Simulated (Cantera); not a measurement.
A perfectly stirred reactor is fed with NH3 : H2 = 1 : 0.48 (molar parts), at 75.0 Torr; it is held at 2323 K, and followed from long to short residence time.

Computed with Cantera and the gas-phase N/H chemistry of the illustrative SiF4/NH3 mechanism in the Surface Chemkin manual (1991). Walls and surfaces, which speed up NH3 decomposition in real reactors, are not modelled.

x: mole fraction; the columns are a selection and need not sum to one.

```json
[
 {"τ (s)": "1.2", "x NH3": "0.00175", "x H2": "0.786", "x NH2": "9.01e-5", "x N2": "0.200", "x N2H2": "___", "x N": "2.19e-5"},
 {"τ (s)": "0.34", "x NH3": "0.0194", "x H2": "0.781", "x NH2": "0.000352", "x N2": "0.195", "x N2H2": "___", "x N": "1.04e-5"},
 {"τ (s)": "0.097", "x NH3": "0.0769", "x H2": "0.742", "x NH2": "0.000851", "x N2": "0.178", "x N2H2": "___", "x N": "8.85e-6"},
 {"τ (s)": "0.028", "x NH3": "0.214", "x H2": "0.646", "x NH2": "0.00169", "x N2": "0.137", "x N2H2": "___", "x N": "8.17e-6"},
 {"τ (s)": "0.0081", "x NH3": "0.418", "x H2": "0.503", "x NH2": "0.00267", "x N2": "0.0757", "x N2H2": "___", "x N": "7.26e-6"},
 {"τ (s)": "0.0023", "x NH3": "0.576", "x H2": "0.391", "x NH2": "0.00330", "x N2": "0.0282", "x N2H2": "1.51e-5", "x N": "6.21e-6"},
 {"τ (s)": "0.00067", "x NH3": "0.645", "x H2": "0.344", "x NH2": "0.00338", "x N2": "0.00772", "x N2H2": "1.52e-5", "x N": "4.98e-6"}
]
```

### Question
Fill in the missing entries.

### Answer

- 1.2, x N2H2: 5.44e-8
- 0.34, x N2H2: 3.68e-7
- 0.097, x N2H2: 1.44e-6
- 0.028, x N2H2: 4.49e-6
- 0.0081, x N2H2: 1.01e-5
